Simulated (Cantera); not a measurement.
A Cantera script and what it prints.

```python
import numpy as np
import cantera as ct

gas_names = """
    CL CL2 H HCL H2 Si SiCL SiCL2 SiCL3 SiCL4 SiH SiHCL3 SiH2 SiH2CL2 SiH3 SiH3CL SiH4 Si2 Si3
""".split()
cond_names = """
    Si(cr) Si(L)
""".split()


def load(file, names, dense=False):
    # The tables refer to 1 bar. Condensed volumes are neglected.
    table = {s.name: s for s in ct.Species.list_from_file(file)}
    out = []
    for n in names:
        d = dict(table[n].input_data)
        d["thermo"] = dict(d["thermo"], **{"reference-pressure": 1e5})
        if dense:
            d["equation-of-state"] = {"model": "constant-volume", "density": "1e6 g/cm^3"}
        out.append(ct.Species.from_dict(d))
    return out


gas = ct.Solution(thermo="ideal-gas", species=load("nasa_gas.yaml", gas_names))
cond = {s.name: ct.Solution(thermo="fixed-stoichiometry", species=[s], name=s.name)
        for s in load("nasa_condensed.yaml", cond_names, dense=True)}
atoms = {
    'Si': {'Si': 1},
    'HCl': {'H': 1, 'CL': 1},
    'H2': {'H': 2},
}
top_T = {}  # K; cautious upper limits of use, not melting points


def equilibrate(T, P, feed):
    n = {}
    for name, mol in feed.items():
        for a, k in atoms[name].items():
            n[a] = n.get(a, 0.0) + k * mol
    gas.TPX = T, P, n
    mass = sum(n.values()) * gas.mean_molecular_weight
    gas.equilibrate("TP")
    valid = [c for c in cond.values() if c.min_temp <= T <= top_T.get(c.name, c.max_temp)]
    mix = ct.Mixture([(gas, mass / gas.mean_molecular_weight)] + [(c, 0.0) for c in valid])
    mix.T, mix.P = T, P
    mix.equilibrate("TP", solver="vcs", rtol=1e-11, max_steps=5000)
    return mix


results = []
feed = {'Si': 1, 'HCl': 1.2, 'H2': 5}  # mol
T = 1248  # K
P = 24000  # Pa
mix = equilibrate(T, P, feed)
results.append((T, P, feed, dict(zip(mix.species_names, mix.species_moles))))
print(gas.report(threshold=1e-05))
for i in range(1, mix.n_phases):
    print(f"{mix.phase(i).name:16s} {mix.phase_moles(i):12.5e} mol")
```

Result:

```
       temperature   1248 K
          pressure   24000 Pa
           density   0.023621 kg/m^3
  mean mol. weight   10.213 kg/kmol
   phase of matter   gas

                          1 kg             1 kmol
                     ---------------   ---------------
          enthalpy        3.9293e+05        4.0128e+06  J
   internal energy       -6.2311e+05       -6.3636e+06  J
           entropy             19956         2.038e+05  J/K
    Gibbs function       -2.4512e+07       -2.5033e+08  J
 heat capacity c_p            3340.2             34112  J/K
 heat capacity c_v              2526             25798  J/K

                      mass frac. Y      mole frac. X     chem. pot. / RT
                     ---------------   ---------------   ---------------
               HCL           0.20631          0.057792           -38.043
                H2           0.17723           0.89779           -19.619
             SiCL2          0.090506         0.0093378           -60.613
             SiCL3          0.065213         0.0049541           -88.847
             SiCL4           0.31543          0.018962           -117.08
            SiHCL3           0.13758          0.010374           -98.656
           SiH2CL2         0.0076273        0.00077123           -80.232
            SiH3CL        0.00010362          1.59e-05           -61.808
     [  +11 minor]        8.3188e-07        1.1269e-06

Si(cr)            7.33320e-01 mol
```

Equilibrium computed with Cantera from the NASA thermochemical tables; the gas is ideal and each condensed phase is pure. The tables' values for SiCl3 are old estimates; treat these amounts as uncertain.
